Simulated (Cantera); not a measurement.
A perfectly stirred reactor is fed with 6.35 % H₂, 83.6 % O₂, 10.0 % N₂, at 12.0 Torr; it is held at 1250 K, and followed from long to short residence time.

Model: GRI-Mech 3.0 (53 species, 325 reactions), integrated in Cantera. Radical loss at walls, strong at low pressure, is not modelled. The temperature is held fixed by assumption; the heat of reaction is taken as removed at once.

One state of this run: x H₂ = 0.000172; x O₂ = 0.828; x OH = 0.00135; x H₂O₂ = 7.81e-8; x NO = 3.60e-8; x H = 0.000210. x: mole fraction; the columns are a selection and need not sum to one.

Problem. Which value of τ (s) does it belong to?
A. 0.10
B. 2.6
C. 0.0094
D. 1.2

Solution. D, 1.2
